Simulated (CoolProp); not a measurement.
Propylene at 329.43 K and 4.94 MPa flows at 0.23 m/s in a round tube of 50 mm bore and 0.25 µm roughness, fully developed (64/Re and Nu = 3.66 if laminar; Colebrook and Gnielinski if turbulent). Each further row changes one setting.

The numbers come from the reference Helmholtz-energy equation of state, Lemmon 2013 in CoolProp.

```json
[
 {"case": "as stated", "Reynolds number": "[?]", "Darcy friction factor": "0.0194", "pressure drop (Pa/m)": "4.73", "heat-transfer coefficient (W/(m² K))": "[?]", "mass flow (kg/h)": "749"},
 {"case": "velocity 0.46 m/s", "Reynolds number": "140000", "Darcy friction factor": "0.0168", "pressure drop (Pa/m)": "16.4", "heat-transfer coefficient (W/(m² K))": "[?]", "mass flow (kg/h)": "[?]"},
 {"case": "diameter 100 mm", "Reynolds number": "140000", "Darcy friction factor": "0.0168", "pressure drop (Pa/m)": "[?]", "heat-transfer coefficient (W/(m² K))": "[?]", "mass flow (kg/h)": "[?]"}
]
```

### Question
What belongs in the gaps?

### Answer

- as stated, Reynolds number: 70200
- as stated, heat-transfer coefficient (W/(m² K)): 517
- velocity 0.46 m/s, heat-transfer coefficient (W/(m² K)): 922
- velocity 0.46 m/s, mass flow (kg/h): 1500
- diameter 100 mm, pressure drop (Pa/m): 2.05
- diameter 100 mm, heat-transfer coefficient (W/(m² K)): 460
- diameter 100 mm, mass flow (kg/h): 3000

Viscosity comes from a separate model (Huber 2003), an estimate that may be off by 10 % or more. Thermal conductivity comes from a separate model (Huber 2003), an estimate that may be off by 10 % or more.
